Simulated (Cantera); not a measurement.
Ignition delay

Mixture: 9.77 % CH4, 17.8 % O2, 66.8 % N2, 5.66 % H2O, at 26.6 atm, adiabatic and at constant pressure. Ignition delay is the time to a rise of 400 K.

Detailed kinetics in Cantera: GRI-Mech 3.0 (53 species, 325 reactions). The pressure lies above the range GRI-Mech 3.0 was tuned for (to about 10 atm).

```
T0 (K)  delay (ms)
------  ----------
1250         0.916
1325         0.419
1400         0.204
1475         0.104
1550        0.0546
```

apparent activation energy between 1400 and 1550 K: 160 kJ/mol
